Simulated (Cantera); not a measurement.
Cantera run, input and output.

```python
import numpy as np
import cantera as ct

gas = ct.Solution("gri30.yaml")
gas.TPX = 1575, 72000, {'C2H4': 1, 'H2': 21, 'N2': 0.09}
reactor = ct.IdealGasConstPressureReactor(gas, energy="off", clone=False)
net = ct.ReactorNet([reactor])
net.rtol, net.atol = 1e-08, 1e-18
show = ['C2H4', 'H2', 'C2H', 'C2H2', 'CH3']
times = np.geomspace(2e-06, 10, 13)

steps = ct.SolutionArray(gas, extra=["t"])
rows = []
print(f"{'t/s':>10s}{'T/K':>9s}{'P/Pa':>11s}" + "".join(f"{s:>11s}" for s in show))
for t in times:
    while net.time < t:
        t_next = net.step()
        steps.append(gas.state, t=t_next)
    rows.append([np.interp(t, steps.t, y) for y in (steps.T, steps.P, *steps(*show).X.T)])
    print(f"{t:10.3e}{rows[-1][0]:9.1f}{rows[-1][1]:11.4g}" + "".join(f"{x:11.3e}" for x in rows[-1][2:]))
rate = np.gradient(steps.T, steps.t)
print("integrator steps:", len(steps.t))
if steps.T.max() > steps.T[0] + 200:
    print(f"time of steepest temperature rise: {steps.t[rate.argmax()]:.4e} s")
gas.TPX = 1575, 72000, {'C2H4': 1, 'H2': 21, 'N2': 0.09}
gas.equilibrate("TP")
print(f"equilibrium (TP): T = {gas.T:.1f} K  " + "  ".join(f"{s} {gas[s].X[0]:.3e}" for s in show))
```

It prints:

```
       t/s      T/K       P/Pa       C2H4         H2        C2H       C2H2        CH3
 2.000e-06   1575.0    7.2e+04  4.527e-02  9.507e-01  1.979e-16  3.586e-06  9.158e-13
 7.232e-06   1575.0    7.2e+04  4.526e-02  9.507e-01  2.681e-15  1.300e-05  1.363e-11
 2.615e-05   1575.0    7.2e+04  4.522e-02  9.507e-01  3.583e-14  4.742e-05  1.603e-10
 9.457e-05   1575.0    7.2e+04  4.508e-02  9.507e-01  5.060e-13  1.771e-04  1.938e-09
 3.420e-04   1575.0    7.2e+04  4.449e-02  9.507e-01  1.130e-11  7.375e-04  2.698e-08
 1.237e-03   1575.0    7.2e+04  3.774e-02  9.508e-01  1.442e-09  7.030e-03  9.775e-07
 4.472e-03   1575.0    7.2e+04  1.198e-02  9.513e-01  7.790e-09  3.110e-02  3.040e-06
 1.617e-02   1575.0    7.2e+04  3.624e-03  9.511e-01  8.778e-09  3.859e-02  4.344e-06
 5.848e-02   1575.0    7.2e+04  3.459e-03  9.497e-01  7.848e-09  3.764e-02  7.482e-06
 2.115e-01   1575.0    7.2e+04  3.188e-03  9.459e-01  6.259e-09  3.468e-02  1.528e-05
 7.647e-01   1575.0    7.2e+04  2.608e-03  9.377e-01  4.471e-09  2.835e-02  2.981e-05
 2.765e+00   1575.0    7.2e+04  2.189e-03  9.316e-01  3.544e-09  2.366e-02  3.986e-05
 1.000e+01   1575.0    7.2e+04  2.170e-03  9.314e-01  3.506e-09  2.345e-02  4.030e-05
integrator steps: 1025
equilibrium (TP): T = 1575.0 K  C2H4 2.055e-03  H2 9.319e-01  C2H 3.317e-09  C2H2 2.219e-02  CH3 3.923e-05
```

Computed with Cantera and GRI-Mech 3.0 (53 species, 325 reactions). GRI-Mech 3.0 was tuned for natural gas; its chemistry of ethylene as a main component is partial and can be far from experiment. GRI-Mech 3.0 stops at C3 and has no aromatics, soot or wall deposition, so with more carbon than oxygen in the feed, carbon stays in small species such as C2H2 where larger ones or solid carbon would form.
